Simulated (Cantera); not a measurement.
A closed system holds: 1 mol MgSO₄, 0.45 mol H₂, 0.46 mol CO₂, held at 2198.15 K and 9.10 bar.

Method: chemical equilibrium by Gibbs-energy minimisation in Cantera with the NASA 1993 tables (ideal gas, pure condensed phases). Candidate condensed phases: C, C₆H₆, C₇H₈, C₈H₁₈, H₂O, H₂SO₄, Mg, MgCO₃, MgO, Mg(OH)₂, MgS, MgSO₄, S; 130 gas species. The numbers say what is thermodynamically allowed, not how fast it happens.

Base state: SO₂ 0.455, CO₂ 0.209, H₂O 0.204, O₂ 0.125, OH 0.00357, SO₃ 0.00165, CO 0.00117, SO 0.000325 (mole fractions); condensed: MgO(s).

What changes in the equilibrium state with this change: temperature from 2198.15 K to 1175 K?


```csv
species,before,after
CO₂,0.209,0.338
H₂O,0.204,0.331
SO₂,0.455,0.331
O₂,0.125,6.06e-8
Mg(OH)₂,3.38e-5,<1e-9
O,0.000313,<1e-9
OH,0.00357,5.14e-8
H,2.71e-5,<1e-9
SO,0.000325,1.92e-7
CO,0.00117,4.36e-6
"MgO(s), mol",1.000,0.450
"MgSO₄(s), mol",0,0.550
```
Mutual solubility and eutectic melting of coexisting phases are not modelled.

What changes in the equilibrium state with this change: temperature from 2198.15 K to 1575 K?


```json
[
 {"species": "SO₂", "before": "0.455", "after": "0.448"},
 {"species": "CO₂", "before": "0.209", "after": "0.212"},
 {"species": "H₂O", "before": "0.204", "after": "0.207"},
 {"species": "SO₃", "before": "0.00165", "after": "0.0122"},
 {"species": "O₂", "before": "0.125", "after": "0.121"},
 {"species": "Mg(OH)₂", "before": "3.38e-5", "after": "1.05e-7"},
 {"species": "H", "before": "2.71e-5", "after": "1.36e-8"},
 {"species": "SO", "before": "0.000325", "after": "4.76e-7"},
 {"species": "MgO(s), mol", "before": "1.000", "after": "1.00"}
]
```
